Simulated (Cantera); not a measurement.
Input: 1 mol SiCl4, 0.018 mol CH4, 28 mol H2, at 1.00 bar.

Equilibrium computed with Cantera from the NASA thermochemical tables; the gas is ideal and each condensed phase is pure. Candidate condensed phases: C, C6H6, C7H8, C8H18, Si, SiC; 109 gas species. Mutual solubility and eutectic melting of coexisting phases are not modelled. The tables' values for SiCl3, SiCl are old estimates; treat these amounts as uncertain. Gases not in the tables: Si2H6 and higher silanes. Rates play no part.

x: gas mole fraction; n: condensed amount in mol.

```
T (K)   x H2   x HCl  x SiCl2         x H   x SiCl3        x Si     n Si(l)  n SiC(s)
-----  -----  ------  -------  ----------  --------  ----------  ----------  --------
1748   0.894  0.0800   0.0239    0.000216   0.00129     1.46e-6       0.209    0.0176
1798   0.893  0.0821   0.0234    0.000333   0.00104     3.08e-6       0.235    0.0175
1848   0.891  0.0840   0.0229  (withheld)  0.000839  (withheld)  (withheld)    0.0175
1898   0.890  0.0857   0.0224  (withheld)  0.000683  (withheld)       0.280    0.0175
1948   0.889  0.0873   0.0218     0.00107  0.000561     2.32e-5       0.300    0.0174
1998   0.888  0.0887   0.0213     0.00151  0.000463     4.25e-5       0.318    0.0173
2048   0.886  0.0900   0.0207     0.00211  0.000385     7.56e-5       0.334    0.0171
2098   0.885  0.0911   0.0201     0.00289  0.000323    0.000131       0.348    0.0167
2148   0.883  0.0922   0.0196     0.00392  0.000272    0.000220       0.358    0.0161
2198   0.881  0.0931   0.0190     0.00523  0.000231    0.000362       0.365    0.0151
2248   0.878  0.0939   0.0185     0.00688  0.000196    0.000581       0.368    0.0132
2298   0.875  0.0945   0.0179     0.00896  0.000168    0.000915       0.364    0.0101
```

**Question.** Complete the blanks.

**Answer.** 
- 1848, x H: 0.000501
- 1848, x Si: 6.27e-6
- 1848, n Si(l): 0.258
- 1898, x H: 0.000737
- 1898, x Si: 1.23e-5
